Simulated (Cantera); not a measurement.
Cantera run, input and output.

```python
import numpy as np
import cantera as ct

gas = ct.Solution("gri30.yaml")
gas.TPX = 1875, 60000, {'CH4': 1, 'H2O': 2.2}
reactor = ct.IdealGasConstPressureReactor(gas, energy="off", clone=False)
net = ct.ReactorNet([reactor])
net.rtol, net.atol = 1e-08, 1e-18
show = ['CH4', 'H2O', 'H2O2', 'CO2', 'CH2', 'O2']
times = np.geomspace(3e-05, 7, 12)

steps = ct.SolutionArray(gas, extra=["t"])
rows = []
print(f"{'t/s':>10s}{'T/K':>9s}{'P/Pa':>11s}" + "".join(f"{s:>11s}" for s in show))
for t in times:
    while net.time < t:
        t_next = net.step()
        steps.append(gas.state, t=t_next)
    rows.append([np.interp(t, steps.t, y) for y in (steps.T, steps.P, *steps(*show).X.T)])
    print(f"{t:10.3e}{rows[-1][0]:9.1f}{rows[-1][1]:11.4g}" + "".join(f"{x:11.3e}" for x in rows[-1][2:]))
rate = np.gradient(steps.T, steps.t)
print("integrator steps:", len(steps.t))
if steps.T.max() > steps.T[0] + 200:
    print(f"time of steepest temperature rise: {steps.t[rate.argmax()]:.4e} s")
gas.TPX = 1875, 60000, {'CH4': 1, 'H2O': 2.2}
gas.equilibrate("TP")
print(f"equilibrium (TP): T = {gas.T:.1f} K  " + "  ".join(f"{s} {gas[s].X[0]:.3e}" for s in show))
```

Result:

```
       t/s      T/K       P/Pa        CH4        H2O       H2O2        CO2        CH2         O2
 3.000e-05   1875.0      6e+04  3.057e-01  6.856e-01  3.974e-11  1.213e-09  2.692e-06  2.285e-10
 9.228e-05   1875.0      6e+04  2.783e-01  6.765e-01  1.486e-10  6.094e-07  8.622e-06  6.048e-09
 2.839e-04   1875.0      6e+04  1.943e-01  6.317e-01  1.474e-10  2.984e-05  7.565e-06  2.793e-08
 8.732e-04   1875.0      6e+04  1.066e-01  5.720e-01  1.088e-10  2.943e-04  4.712e-06  2.612e-08
 2.686e-03   1875.0      6e+04  4.746e-02  5.200e-01  9.542e-11  1.957e-03  3.007e-06  1.549e-08
 8.262e-03   1875.0      6e+04  2.326e-02  4.573e-01  7.638e-11  8.047e-03  1.898e-06  1.164e-08
 2.542e-02   1875.0      6e+04  1.659e-02  3.697e-01  4.104e-11  1.518e-02  1.053e-06  7.009e-09
 7.818e-02   1875.0      6e+04  1.005e-02  2.806e-01  1.930e-11  1.709e-02  4.465e-07  4.025e-09
 2.405e-01   1875.0      6e+04  3.384e-03  2.266e-01  1.116e-11  1.608e-02  1.114e-07  2.723e-09
 7.398e-01   1875.0      6e+04  1.094e-04  2.152e-01  9.795e-12  1.562e-02  3.114e-09  2.448e-09
 2.276e+00   1875.0      6e+04  6.354e-09  2.151e-01  9.901e-12  1.561e-02  1.862e-13  2.475e-09
 7.000e+00   1875.0      6e+04  5.999e-09  2.151e-01  9.901e-12  1.561e-02  1.760e-13  2.475e-09
integrator steps: 1980
equilibrium (TP): T = 1875.0 K  CH4 7.284e-09  H2O 2.151e-01  H2O2 9.901e-12  CO2 1.561e-02  CH2 2.131e-13  O2 2.475e-09
```

Model: GRI-Mech 3.0 (53 species, 325 reactions), integrated in Cantera.
